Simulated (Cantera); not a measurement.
A Cantera script and its output.

```python
import numpy as np
import cantera as ct

gas = ct.Solution("gri30.yaml")
gas.TPX = 323, 500000, {'CH4': 1, 'C2H6': 0.66, 'C3H8': 0.034, 'O2': 3.45, 'N2': 13}
flame = ct.FreeFlame(gas, width=0.013)
flame.set_refine_criteria(ratio=3, slope=0.08, curve=0.16)
flame.transport_model = "unity-Lewis-number"
flame.solve(loglevel=0, auto=True)
z, T = flame.grid, flame.T
thick = (T[-1] - T[0]) / np.gradient(T, z).max()
show = ['CH4', 'C2H6', 'C3H8', 'H', 'NO2', 'CH2CO']
print(f"laminar burning velocity  {flame.velocity[0] * 100:.3f} cm/s")
print(f"burnt temperature         {T[-1]:.1f} K")
print(f"thermal thickness         {thick * 1e3:.4f} mm")
print(f"grid points               {len(z)}")
z0 = z[flame.heat_release_rate.argmax()]
print(f"{'z/mm':>9s}{'T/K':>9s}{'u/(m/s)':>9s}" + "".join(f"{s:>11s}" for s in show))
rows = []
for k in (-3, -2, -1.5, -1, -0.5, -0.25, 0, 0.25, 0.5, 1, 2, 4, 8):
    zz = z0 + k * thick
    rows.append([k * thick, np.interp(zz, z, T), np.interp(zz, z, flame.velocity),
                 *(np.interp(zz, z, flame.X[gas.species_index(s)]) for s in show)])
    print(f"{rows[-1][0] * 1e3:9.3f}{rows[-1][1]:9.1f}{rows[-1][2]:9.3f}" + "".join(f"{x:11.3e}" for x in rows[-1][3:]))
```

Output:

```
laminar burning velocity  14.086 cm/s
burnt temperature         2102.4 K
thermal thickness         0.2049 mm
grid points               139
     z/mm      T/K  u/(m/s)        CH4       C2H6       C3H8          H        NO2      CH2CO
   -0.615    323.9    0.141  5.509e-02  3.635e-02  1.873e-03  1.470e-19  1.664e-08  4.792e-07
   -0.410    330.0    0.144  5.491e-02  3.621e-02  1.865e-03  1.962e-17  1.349e-07  3.892e-06
   -0.307    355.0    0.155  5.419e-02  3.559e-02  1.834e-03  2.716e-15  6.179e-07  1.797e-05
   -0.205    520.0    0.229  4.931e-02  3.143e-02  1.621e-03  6.804e-12  3.661e-06  1.132e-04
   -0.102   1094.5    0.496  3.068e-02  1.559e-02  8.133e-04  2.230e-06  7.246e-06  4.779e-04
   -0.051   1527.0    0.708  1.597e-02  4.357e-03  2.157e-04  1.092e-04  1.234e-06  7.193e-04
    0.000   1896.7    0.892  3.801e-03  1.166e-04  1.765e-06  1.212e-03  2.766e-08  2.836e-04
    0.051   2039.8    0.960  4.157e-04  7.072e-07  2.547e-10  2.596e-03  5.396e-09  2.543e-05
    0.102   2072.9    0.975  6.533e-05  1.633e-08  5.228e-13  2.455e-03  3.419e-09  4.256e-06
    0.205   2089.2    0.982  8.550e-06  2.182e-10  7.979e-16  1.566e-03  2.278e-09  5.621e-07
    0.410   2097.3    0.986  1.672e-06  4.382e-12  3.198e-18  8.125e-04  1.539e-09  6.797e-08
    0.820   2100.9    0.987  5.003e-07  1.881e-13  5.969e-20  4.425e-04  1.131e-09  9.483e-09
    1.639   2102.1    0.987  1.250e-07  9.075e-15  1.547e-21  3.088e-04  9.517e-10  1.266e-09
```

Computed with Cantera and GRI-Mech 3.0 (53 species, 325 reactions). Unity Lewis numbers drop preferential diffusion, which matters most where H2 and H carry the flame. Burning velocities carry a grid error of a few per cent, more on coarse grids.
